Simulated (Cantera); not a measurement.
An adiabatic, constant-pressure homogeneous reactor starts with 4.03 % CH4, 19.7 % O2, 73.8 % N2, 2.46 % H2O, equivalence ratio 0.41, at 1675 K and 500000 Pa.

Detailed kinetics in Cantera: GRI-Mech 3.0 (53 species, 325 reactions).

### Question
Predict: time of steepest temperature rise; temperature at 8.00 s; equilibrium temperature; x(O2) at 8.00 s; x(H2O) at 8.00 s; x(O) at 8.00 s; x(CO) at 8.00 s.

### Answer
```
Property                                                            Result
---------------------------------  ---------------------------------------
time of steepest temperature rise                                  59.7 µs
temperature at 8.00 s                                               2427 K
equilibrium temperature                                             2427 K
x(O2) at 8.00 s                        0.107 (gas-phase equilibrium 0.107)
x(H2O) at 8.00 s                       0.101 (gas-phase equilibrium 0.101)
x(O) at 8.00 s                     0.00148 (gas-phase equilibrium 0.00148)
x(CO) at 8.00 s                    0.00132 (gas-phase equilibrium 0.00132)
```
